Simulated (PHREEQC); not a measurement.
A column of 1 m (30 cells, dispersivity 0.08 m, 3600 s a shift, diffusion coefficient 3e-10 m²/s) holds 0.07 eq of the database's cation exchanger X per kg of pore water, first in equilibrium with 0.0097 mol NH4Cl, 0.0051 mol LiCl, 0.00078 mol KBr and 1e-05 mol HCl per kg of water. It is flushed with 0.081 mol/kgw NaCl, 0.00078 mol/kgw KCl and 1e-05 mol/kgw HCl, at 25 °C. Values are for the last cell. CO2 from the air is kept out. Nothing may precipitate in this run.

The series has 31 steps of pore volumes, from 0 to 4.017.

Computed with PHREEQC (ion-association model, phreeqc.dat).

Task: After how many pore volumes does Na at the outlet first reach half of its feed value?

Result: By 1.5 pore volumes.
